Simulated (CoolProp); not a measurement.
Values from CoolProp's reference Helmholtz-energy equation of state, Gao 2022.

Q: For n-perfluorohexane, give the phase and the Z, cv (kJ/(kg K)), speed of sound (m/s), Joule-Thomson coefficient (K/MPa) at 176.85 °C and 369 kPa; 176.85 °C and 841 kPa; 176.85 °C and 4350 kPa.

A: 
- 176.85 °C and 369 kPa: gas; Z 0.923, cv 0.988, speed of sound 98.6, Joule-Thomson coefficient 8.81
- 176.85 °C and 841 kPa: gas; Z 0.807, cv 0.998, speed of sound 86.3, Joule-Thomson coefficient 11.0
- 176.85 °C and 4350 kPa: supercritical; Z 0.343, cv 1.03, speed of sound 169, Joule-Thomson coefficient 0.819
